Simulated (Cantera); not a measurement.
Input: 1 mol SiCl₄, 8.1 mol H₂O, 95 mol H₂, at 1800 K and 1.33 mbar.

Equilibrium computed with Cantera from the NASA thermochemical tables; the gas is ideal and each condensed phase is pure. Candidate condensed phases: H₂O, Si, SiO₂; 30 gas species. Kinetics and transport are ignored.

Base state: H₂ 0.877, H₂O 0.0666, HCl 0.0372, SiO 0.00938, H 0.00918, Cl 0.000298, OH 4.60e-5 (mole fractions); condensed: gas only.

Question: What changes in the equilibrium state with this change: H₂ from 95 to 0.76 mol?

Answer: 
```json
[
 {"species": "H₂O", "before": "0.0666", "after": "0.556"},
 {"species": "HCl", "before": "0.0372", "after": "0.356"},
 {"species": "H₂", "before": "0.877", "after": "0.0738"},
 {"species": "SiO", "before": "0.00938", "after": "0.000218"},
 {"species": "O₂", "before": "1.25e-8", "after": "0.000124"},
 {"species": "O", "before": "3.73e-7", "after": "3.71e-5"},
 {"species": "Cl", "before": "0.000298", "after": "0.00983"},
 {"species": "SiO₂(condensed), mol", "before": "0", "after": "0.998"}
]
```
The tables hold silica as quartz up to 1696 K and as liquid above; real silica turns to tridymite and cristobalite and melts near 1996 K.
